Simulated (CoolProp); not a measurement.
n-perfluorohexane along the isobar 0.279 MPa: fugacity coefficient from the reference equation and from simpler models built on Tc = 448.0 K, pc = 1.742 MPa, ω = 0.497; each cubic takes its own stable root.

The numbers come from the reference Helmholtz-energy equation of state, Gao 2022 in CoolProp.

```json
[
 {"T (K)": "365.4", "phase": "gas", "reference": "0.8860", "Soave-Redlich-Kwong": "0.8891", "Peng-Robinson": "0.8828"},
 {"T (K)": "376", "phase": "gas", "reference": "0.8969", "Soave-Redlich-Kwong": "0.8992", "Peng-Robinson": "0.8929"},
 {"T (K)": "386.5", "phase": "gas", "reference": "0.9063", "Soave-Redlich-Kwong": "0.9082", "Peng-Robinson": "0.9019"},
 {"T (K)": "397.1", "phase": "gas", "reference": "0.9148", "Soave-Redlich-Kwong": "0.9164", "Peng-Robinson": "0.9102"},
 {"T (K)": "407.7", "phase": "gas", "reference": "0.9223", "Soave-Redlich-Kwong": "0.9237", "Peng-Robinson": "0.9176"},
 {"T (K)": "418.3", "phase": "gas", "reference": "0.9290", "Soave-Redlich-Kwong": "0.9304", "Peng-Robinson": "0.9243"},
 {"T (K)": "428.8", "phase": "gas", "reference": "0.9350", "Soave-Redlich-Kwong": "0.9364", "Peng-Robinson": "0.9304"},
 {"T (K)": "439.4", "phase": "gas", "reference": "0.9403", "Soave-Redlich-Kwong": "0.9419", "Peng-Robinson": "0.9360"},
 {"T (K)": "450", "phase": "gas", "reference": "0.9452", "Soave-Redlich-Kwong": "0.9468", "Peng-Robinson": "0.9411"}
]
```
